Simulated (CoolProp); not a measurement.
A Linde-Hampson liquefier for ethylene: isothermal reversible compression at 290 K from 1 atm to 10 MPa, throttling to 1 atm, return gas leaving the recuperator 0 K below the feed. Each further row changes one setting.

Values from CoolProp's reference Helmholtz-energy equation of state, Smukala 2000.

```csv
case,liquid yield per pass,compression work (kJ/kg of gas)
as stated,0.482,325
high pressure 20 MPa,0.508,350
warm-end temperature 320 K,0.320,386
warm-end gap 5 K,0.476,325
```
